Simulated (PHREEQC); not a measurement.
Polishing slurry liquid (model solution)

A solution holds 0.075 mol K2CO3, 0.00078 mol Al(NO3)3 and 0.00093 mol H3BO3 per kg of water, at 65 °C. Closed to the air; pH follows from the charge balance.

The numbers come from PHREEQC with the ion-association model, wateq4f.dat.

Each row changes one thing in this solution. No solid was allowed to form.

```tsv
case	pH	ionic strength (mol/kgw)	CO3-2 (mol/kgw)	HCO3- (mol/kgw)	H3BO3 (mol/kgw)	CO2 (mol/kgw)
as made	10.53	0.215	0.0650	0.00999	1.53e-5	4.06e-7
temperature from 65 to 30 °C	10.96	0.219	0.0691	0.00592	1.02e-5	9.75e-8
Al(NO3)3 left out	10.62	0.217	0.0667	0.00828	1.24e-5	2.72e-7
0.0019 mol/kgw Na2B4O7 added	10.41	0.212	0.0603	0.0122	0.000184	6.50e-7
0.012 mol/kgw HBr added	10.20	0.206	0.0562	0.0188	3.26e-5	1.65e-6
K2CO3 from 0.075 to 0.0075 mol/kgw	9.73	0.0178	0.00281	0.00469	0.000117	1.49e-6
diluted 5-fold with water	10.33	0.0410	0.0110	0.00398	6.09e-6	3.02e-7
K2CO3 from 0.075 to 0.15 mol/kgw	10.66	0.437	0.137	0.0129	9.60e-6	3.45e-7
```

Some of these states are supersaturated (in Gibbsite (slow to form), for instance). At this temperature some constants are extrapolated from 25 °C, and those without enthalpy data are left unchanged.
